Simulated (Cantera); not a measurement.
Fluorocarbon and chlorocarbon gases: CCl4 + CH4 + H2

A closed system holds: 1 mol CCl4, 0.059 mol CH4, 0.24 mol H2, held at 2177 °C and 0.0705 Torr.

Method: chemical equilibrium by Gibbs-energy minimisation in Cantera with the NASA 1993 tables (ideal gas, pure condensed phases). Candidate condensed phases: C, C6H6, C7H8, C8H18; 91 gas species. Equilibrium is a limit: real reactors are often held back by kinetics, nucleation or transport.

```json
{
 "x(Cl)": "0.843",
 "x(H)": "0.118",
 "x(HCl)": "0.0325",
 "x(H2)": "0.00322",
 "x(C3)": "0.00239",
 "x(C)": "0.000878",
 "x(C2)": "0.000218",
 "x(C2H)": "6.61e-5",
 "x(C2H2 (acetylene))": "2.81e-5",
 "n(C(graphite))": "1.02 mol",
 "gas_amount": "4.568 mol"
}
```
